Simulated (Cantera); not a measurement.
# Si₃H₈ + Cl₂ + H₂ (silicon epitaxy and polysilicon growth)

A closed system holds: 1 mol Si₃H₈, 0.15 mol Cl₂, 12 mol H₂, held at 1.00 bar.

These are equilibrium values from Cantera (NASA tables, ideal gas, pure condensed phases), not measurements of a reactor. Candidate condensed phases: Si; 19 gas species. The feed counts by its element totals alone. The tables' values for SiCl₃ are old estimates; treat these amounts as uncertain. Gases not in the tables: Si₂H₆ and higher silanes. Kinetics and transport are ignored.

```
T (°C)   x H₂    x HCl  x SiHCl₃   x SiCl₄  n Si(s)  n Si(l)
------  -----  -------  --------  --------  -------  -------
600     0.993  0.00129   0.00303   0.00183     2.91        0
750     0.991  0.00500   0.00232   0.00139     2.93        0
900     0.986   0.0114   0.00112  0.000558     2.96        0
1050    0.983   0.0156  0.000246   7.71e-5     2.98        0
1200    0.983   0.0165   4.07e-5   7.26e-6     2.98        0
1350    0.982   0.0165   8.37e-6   9.08e-7     2.98        0
1500    0.982   0.0167   1.97e-6   1.43e-7        0     2.98
```
x: gas mole fraction; n: condensed amount in mol.

From 600 °C to 1350 °C the condensed part is Si(s). At 1500 °C the condensed part is Si(l). The main Si-bearing gas is SiHCl₃ at 600 °C and SiCl₂ at 1500 °C.
